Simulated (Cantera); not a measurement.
A perfectly stirred reactor is fed with 78.7 % NO, 21.3 % N2, at 1.50 bar; it is held at 1950 K, and followed from long to short residence time.

Model: GRI-Mech 3.0 (53 species, 325 reactions), integrated in Cantera.

Predict: x(NO) at τ = 1.50 s; x(NO2) at τ = 1.50 s; x(N2O) at τ = 1.50 s; x(O) at τ = 1.50 s; x(O2) at τ = 1.50 s; x(NO) at τ = 11.0 ms; x(NO2) at τ = 11.0 ms; x(N2O) at τ = 11.0 ms; x(O) at τ = 11.0 ms; x(O2) at τ = 11.0 ms.


| Quantity | Result |
|---|---|
| x(NO) at τ = 1.50 s | 0.277 |
| x(NO2) at τ = 1.50 s | 0.000703 |
| x(N2O) at τ = 1.50 s | 3.35e-5 |
| x(O) at τ = 1.50 s | 0.000189 |
| x(O2) at τ = 1.50 s | 0.255 |
| x(NO) at τ = 11.0 ms | 0.770 |
| x(NO2) at τ = 11.0 ms | 0.000524 |
| x(N2O) at τ = 11.0 ms | 0.000268 |
| x(O) at τ = 11.0 ms | 5.46e-5 |
| x(O2) at τ = 11.0 ms | 0.00812 |
